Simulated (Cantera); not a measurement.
## SiCl₄ + H₂ (chlorosilane synthesis and conversion)

A closed system holds: 1 mol SiCl₄, 1.3 mol H₂, held at 1.00 bar.

Method: chemical equilibrium by Gibbs-energy minimisation in Cantera with the NASA 1993 tables (ideal gas, pure condensed phases). Candidate condensed phases: Si; 19 gas species. The tables' values for SiCl₃ are old estimates; treat these amounts as uncertain. Equilibrium is a limit: real reactors are often held back by kinetics, nucleation or transport.

```csv
T (K),x H₂,x SiCl₄,x HCl,x SiHCl₃,x SiCl₃,x SiCl₂,x SiH₂Cl₂,x SiH₃Cl
925,0.537,0.406,0.0285,0.0278,0.000233,5.29e-6,0.000187,3.11e-7
950,0.533,0.403,0.0318,0.0310,0.000375,1.16e-5,0.000241,4.70e-7
975,0.530,0.400,0.0354,0.0342,0.000587,2.44e-5,0.000306,6.92e-7
1000,0.526,0.396,0.0392,0.0374,0.000898,4.93e-5,0.000382,9.95e-7
1025,0.522,0.392,0.0432,0.0407,0.00134,9.58e-5,0.000470,1.40e-6
1050,0.518,0.388,0.0474,0.0440,0.00196,0.000179,0.000569,1.91e-6
1075,0.514,0.383,0.0519,0.0471,0.00280,0.000324,0.000678,2.56e-6
1100,0.510,0.378,0.0568,0.0501,0.00392,0.000566,0.000795,3.35e-6
1125,0.505,0.373,0.0620,0.0528,0.00538,0.000955,0.000917,4.26e-6
1150,0.500,0.368,0.0676,0.0552,0.00723,0.00156,0.00104,5.28e-6
1175,0.495,0.361,0.0738,0.0571,0.00953,0.00246,0.00116,6.35e-6
```
x: gas mole fraction; nothing condenses.

From 925 K to 1175 K nothing is condensed. The main Si-bearing gas is SiCl₄ throughout.
